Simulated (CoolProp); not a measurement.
Vapour-liquid equilibrium of dimethyl ether (1) + n-butane (2) at 282.1 K; x and y are mole fractions of (1).

Values from CoolProp's multi-fluid Helmholtz-energy mixture model, Wu 2011 and Bücker 2006; pair parameters Bell 2016.

```json
[
 {"x": "0.05", "bubble pressure, mixture model (kPa)": "163.6", "bubble pressure, Raoult's law (kPa)": "154.0", "y, mixture model": "0.162", "y, Raoult's law": "0.117"},
 {"x": "0.2", "bubble pressure, mixture model (kPa)": "215.7", "bubble pressure, Raoult's law (kPa)": "186.6", "y, mixture model": "0.445", "y, Raoult's law": "0.387"},
 {"x": "0.35", "bubble pressure, mixture model (kPa)": "256.1", "bubble pressure, Raoult's law (kPa)": "219.3", "y, mixture model": "0.600", "y, Raoult's law": "0.576"},
 {"x": "0.5", "bubble pressure, mixture model (kPa)": "288.1", "bubble pressure, Raoult's law (kPa)": "252.0", "y, mixture model": "0.705", "y, Raoult's law": "0.716"},
 {"x": "0.65", "bubble pressure, mixture model (kPa)": "314.3", "bubble pressure, Raoult's law (kPa)": "284.6", "y, mixture model": "0.791", "y, Raoult's law": "0.824"},
 {"x": "0.8", "bubble pressure, mixture model (kPa)": "336.5", "bubble pressure, Raoult's law (kPa)": "317.3", "y, mixture model": "0.873", "y, Raoult's law": "0.910"},
 {"x": "0.95", "bubble pressure, mixture model (kPa)": "355.4", "bubble pressure, Raoult's law (kPa)": "350.0", "y, mixture model": "0.965", "y, Raoult's law": "0.980"}
]
```

The largest gap from Raoult's law is +16.8 % in bubble pressure, at x = 0.35. No azeotrope shows between x = 0.05 and 0.95.

The pair parameters rest on a limited set of measurements; away from them the model extrapolates.
